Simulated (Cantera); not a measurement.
Standard-state values (1 bar) from the NASA 1993 polynomials, evaluated with Cantera. Values are per mole of reaction as written; species without (g) are pure solids or liquids, kept so even where they would boil at 1 bar.

NH3(g) + TiCl3(g) = 3 HCl(g) + Ti + N(g), with ΔH° = 781.1 kJ and ΔS° = 235.2 J/K at 300 K.

Question: How far is the shortcut ΔG° ≈ ΔH°(300 K) − T·ΔS°(300 K) from the full temperature-dependent value at 400, 500, 600, 700, 800, 900, 1000, 1100, 1200, 1300 K?

Answer: 
| T (K) | shortcut (kJ) | full (kJ) | difference (kJ) | difference in log10 K | condensed phases |
|---|---|---|---|---|---|
| 400 | 687.0 | 686.6 | 0.3 | -0.04 | Ti(α) |
| 500 | 663.4 | 662.3 | 1.1 | -0.12 | Ti(α) |
| 600 | 639.9 | 637.7 | 2.2 | -0.19 | Ti(α) |
| 700 | 616.4 | 613.0 | 3.4 | -0.25 | Ti(α) |
| 800 | 592.9 | 588.2 | 4.7 | -0.31 | Ti(α) |
| 900 | 569.3 | 563.2 | 6.1 | -0.36 | Ti(α) |
| 1000 | 545.8 | 538.2 | 7.6 | -0.40 | Ti(α) |
| 1100 | 522.3 | 513.2 | 9.1 | -0.43 | Ti(α) |
| 1200 | 498.8 | 487.8 | 10.9 | -0.48 | Ti(β) |
| 1300 | 475.2 | 462.3 | 13.0 | -0.52 | Ti(β) |
The shortcut ignores heat capacities and the phase changes listed.
